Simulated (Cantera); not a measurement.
A perfectly stirred reactor is fed with CH4 : C2H6 : C3H8 : O2 : N2 = 1 : 1.5 : 0.59 : 6.37 : 24 (molar parts), at 0.375 atm; it is adiabatic with a 725 K inlet, and is followed from long to short residence time, starting on the burning branch (τ in s: 0.063, 0.027, 0.012, 0.0051, 0.0022, 0.00096, 0.00041, 0.00018, 7.7e-05, 3.4e-05, 1.5e-05, 6.3e-06).

Computed with Cantera and GRI-Mech 3.0 (53 species, 325 reactions). GRI-Mech 3.0 was tuned for natural gas; its chemistry of propane as a main component is partial and can be far from experiment.

Q: What does this change do: C3H8 0.59 to 0.93 parts?

A: 
```json
[
 {"quantity": "blow-out, bracketed by the residence times tried", "before": "burning at 0.410 ms, out at 0.180 ms", "after": "burning at 0.960 ms, out at 0.410 ms"},
 {"quantity": "x(CH4) at τ = 63.0 ms", "before": "2.85e-5", "after": "0.000770"},
 {"quantity": "x(C2H6) at τ = 63.0 ms", "before": "6.05e-7", "after": "1.93e-6"},
 {"quantity": "x(C3H8) at τ = 63.0 ms", "before": "1.76e-7", "after": "7.43e-7"},
 {"quantity": "x(OH) at τ = 63.0 ms", "before": "0.00125", "after": "0.000224"},
 {"quantity": "x(H2O) at τ = 63.0 ms", "before": "0.141", "after": "0.121"},
 {"quantity": "x(CH4) at τ = 0.410 ms", "before": "0.00141", "after": "0.0296"},
 {"quantity": "x(C2H6) at τ = 0.410 ms", "before": "0.000109", "after": "0.0444"},
 {"quantity": "x(C3H8) at τ = 0.410 ms", "before": "2.81e-5", "after": "0.0275"},
 {"quantity": "x(OH) at τ = 0.410 ms", "before": "0.00164", "after": "<1e-12"},
 {"quantity": "x(H2O) at τ = 0.410 ms", "before": "0.141", "after": "<1e-12"}
]
```

Q: What does this change do: pressure from 0.375 atm to 4.93 atm?

A: 
```tsv
quantity	before	after
blow-out, bracketed by the residence times tried	burning at 0.410 ms, out at 0.180 ms	burning at 77.0 µs, out at 34.0 µs
x(CH4) at τ = 63.0 ms	2.85e-5	0.000170
x(C2H6) at τ = 63.0 ms	6.05e-7	1.70e-7
x(C3H8) at τ = 63.0 ms	1.76e-7	5.40e-8
x(OH) at τ = 63.0 ms	0.00125	0.000204
x(H2O) at τ = 63.0 ms	0.141	0.144
x(CH4) at τ = 0.410 ms	0.00141	0.00259
x(C2H6) at τ = 0.410 ms	0.000109	2.67e-5
x(C3H8) at τ = 0.410 ms	2.81e-5	6.37e-6
x(OH) at τ = 0.410 ms	0.00164	0.000458
x(H2O) at τ = 0.410 ms	0.141	0.150
```
